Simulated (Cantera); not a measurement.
What does this Cantera script print?

```python
import numpy as np
import cantera as ct

gas_names = [...]  # 113 gases of nasa_gas.yaml made of C, H, O, Ti
cond_names = """
    C(gr) C6H6(L) C7H8(L) C8H18(L),n-octa H2O(s) H2O(L) Ti(a) Ti(b) Ti(L) TiC(s) TiC(L) TiO(a) TiO(b)
    TiO(L) TiO2(ru) TiO2(L) Ti2O3(a) Ti2O3(b) Ti2O3(L) Ti3O5(a) Ti3O5(b) Ti3O5(L) Ti4O7(s) Ti4O7(L)
""".split()


# ... load() reads the species with a 1 bar reference pressure and builds the phases ...
atoms = {
    'TiO2': {'Ti': 1, 'O': 2},
    'CH4': {'C': 1, 'H': 4},
    'H2': {'H': 2},
}
top_T = {'C(gr)': 4500}  # K; cautious upper limits of use, not melting points


# ... equilibrate(T, P, feed) seeds the gas with the atoms and calls Mixture.equilibrate('TP', solver="vcs", rtol=1e-11, max_steps=5000) ...
results = []
feed = {'TiO2': 1, 'CH4': 2.3, 'H2': 0.7}  # mol
for P in [10, 32, 100, 320, 1000, 3200, 10000, 32000, 100000, 320000, 1000000]:
    for T in [1725, 1750, 1775, 1800, 1825, 1850, 1875, 1900, 1925, 1950, 1975]:
        mix = equilibrate(T, P, feed)
        results.append((T, P, feed, dict(zip(mix.species_names, mix.species_moles))))

for T, P, feed, n in results:
    print(f"{T:7g} {P:10.4g}  " + (" + ".join(c for c in cond_names if n.get(c, 0) > 1e-12) or "gas only"))
```

Output:

```
   1725         10  TiC(s) + TiO(b)
   1750         10  TiC(s) + TiO(b)
   1775         10  TiC(s) + TiO(b)
   1800         10  TiC(s) + TiO(b)
   1825         10  TiC(s) + TiO(b)
   1850         10  TiC(s) + TiO(b)
   1875         10  TiC(s) + TiO(b)
   1900         10  TiC(s) + TiO(b)
   1925         10  TiC(s) + TiO(b)
   1950         10  TiC(s) + TiO(b)
   1975         10  TiC(s) + TiO(b)
   1725         32  TiC(s) + TiO(b)
   1750         32  TiC(s) + TiO(b)
   1775         32  TiC(s) + TiO(b)
   1800         32  TiC(s) + TiO(b)
   1825         32  TiC(s) + TiO(b)
   1850         32  TiC(s) + TiO(b)
   1875         32  TiC(s) + TiO(b)
   1900         32  TiC(s) + TiO(b)
   1925         32  TiC(s) + TiO(b)
   1950         32  TiC(s) + TiO(b)
   1975         32  TiC(s) + TiO(b)
   1725        100  TiC(s) + TiO(b)
   1750        100  TiC(s) + TiO(b)
   1775        100  TiC(s) + TiO(b)
   1800        100  TiC(s) + TiO(b)
   1825        100  TiC(s) + TiO(b)
   1850        100  TiC(s) + TiO(b)
   1875        100  TiC(s) + TiO(b)
   1900        100  TiC(s) + TiO(b)
   1925        100  TiC(s) + TiO(b)
   1950        100  TiC(s) + TiO(b)
   1975        100  TiC(s) + TiO(b)
   1725        320  TiC(s) + TiO(b) + Ti2O3(b)
   1750        320  TiC(s) + TiO(b)
   1775        320  TiC(s) + TiO(b)
   1800        320  TiC(s) + TiO(b)
   1825        320  TiC(s) + TiO(b)
   1850        320  TiC(s) + TiO(b)
   1875        320  TiC(s) + TiO(b)
   1900        320  TiC(s) + TiO(b)
   1925        320  TiC(s) + TiO(b)
   1950        320  TiC(s) + TiO(b)
   1975        320  TiC(s) + TiO(b)
   1725       1000  TiC(s) + Ti2O3(b)
   1750       1000  TiC(s) + Ti2O3(b)
   1775       1000  TiC(s) + Ti2O3(b)
   1800       1000  TiC(s) + TiO(b)
   1825       1000  TiC(s) + TiO(b)
   1850       1000  TiC(s) + TiO(b)
   1875       1000  TiC(s) + TiO(b)
   1900       1000  TiC(s) + TiO(b)
   1925       1000  TiC(s) + TiO(b)
   1950       1000  TiC(s) + TiO(b)
   1975       1000  TiC(s) + TiO(b)
   1725       3200  TiC(s) + Ti2O3(b)
   1750       3200  TiC(s) + Ti2O3(b)
   1775       3200  TiC(s) + Ti2O3(b)
   1800       3200  TiC(s) + Ti2O3(b)
   1825       3200  TiC(s) + Ti2O3(b)
   1850       3200  TiC(s) + Ti2O3(b)
   1875       3200  TiC(s) + TiO(b) + Ti2O3(b)
   1900       3200  TiC(s) + TiO(b)
   1925       3200  TiC(s) + TiO(b)
   1950       3200  TiC(s) + TiO(b)
   1975       3200  TiC(s) + TiO(b)
   1725      1e+04  TiC(s) + Ti2O3(b)
   1750      1e+04  TiC(s) + Ti2O3(b)
   1775      1e+04  TiC(s) + Ti2O3(b)
   1800      1e+04  TiC(s) + Ti2O3(b)
   1825      1e+04  TiC(s) + Ti2O3(b)
   1850      1e+04  TiC(s) + Ti2O3(b)
   1875      1e+04  TiC(s) + Ti2O3(b)
   1900      1e+04  TiC(s) + Ti2O3(b)
   1925      1e+04  TiC(s) + Ti2O3(b)
   1950      1e+04  TiC(s) + Ti2O3(b)
   1975      1e+04  TiC(s) + TiO(b)
   1725    3.2e+04  TiC(s) + Ti2O3(b)
   1750    3.2e+04  TiC(s) + Ti2O3(b)
   1775    3.2e+04  TiC(s) + Ti2O3(b)
   1800    3.2e+04  TiC(s) + Ti2O3(b)
   1825    3.2e+04  TiC(s) + Ti2O3(b)
   1850    3.2e+04  TiC(s) + Ti2O3(b)
   1875    3.2e+04  TiC(s) + Ti2O3(b)
   1900    3.2e+04  TiC(s) + Ti2O3(b)
   1925    3.2e+04  TiC(s) + Ti2O3(b)
   1950    3.2e+04  TiC(s) + Ti2O3(b)
   1975    3.2e+04  TiC(s) + Ti2O3(b)
   1725      1e+05  TiC(s) + Ti2O3(b)
   1750      1e+05  TiC(s) + Ti2O3(b)
   1775      1e+05  TiC(s) + Ti2O3(b)
   1800      1e+05  TiC(s) + Ti2O3(b)
   1825      1e+05  TiC(s) + Ti2O3(b)
   1850      1e+05  TiC(s) + Ti2O3(b)
   1875      1e+05  TiC(s) + Ti2O3(b)
   1900      1e+05  TiC(s) + Ti2O3(b)
   1925      1e+05  TiC(s) + Ti2O3(b)
   1950      1e+05  TiC(s) + Ti2O3(b)
   1975      1e+05  TiC(s) + Ti2O3(b)
   1725    3.2e+05  TiC(s) + Ti2O3(b)
   1750    3.2e+05  TiC(s) + Ti2O3(b)
   1775    3.2e+05  TiC(s) + Ti2O3(b)
   1800    3.2e+05  TiC(s) + Ti2O3(b)
   1825    3.2e+05  TiC(s) + Ti2O3(b)
   1850    3.2e+05  TiC(s) + Ti2O3(b)
   1875    3.2e+05  TiC(s) + Ti2O3(b)
   1900    3.2e+05  TiC(s) + Ti2O3(b)
   1925    3.2e+05  TiC(s) + Ti2O3(b)
   1950    3.2e+05  TiC(s) + Ti2O3(b)
   1975    3.2e+05  TiC(s) + Ti2O3(b)
   1725      1e+06  TiC(s) + Ti3O5(b)
   1750      1e+06  TiC(s) + Ti3O5(b)
   1775      1e+06  TiC(s) + Ti2O3(b)
   1800      1e+06  TiC(s) + Ti2O3(b)
   1825      1e+06  TiC(s) + Ti2O3(b)
   1850      1e+06  TiC(s) + Ti2O3(b)
   1875      1e+06  TiC(s) + Ti2O3(b)
   1900      1e+06  TiC(s) + Ti2O3(b)
   1925      1e+06  TiC(s) + Ti2O3(b)
   1950      1e+06  TiC(s) + Ti2O3(b)
   1975      1e+06  TiC(s) + Ti2O3(b)
```

Method: chemical equilibrium by Gibbs-energy minimisation in Cantera with the NASA 1993 tables (ideal gas, pure condensed phases). Mutual solubility and eutectic melting of coexisting phases are not modelled. TiC, TiO: taken at fixed stoichiometry. Condensed phases not in the tables: solid solutions among these carbides, nitrides and lower oxides.
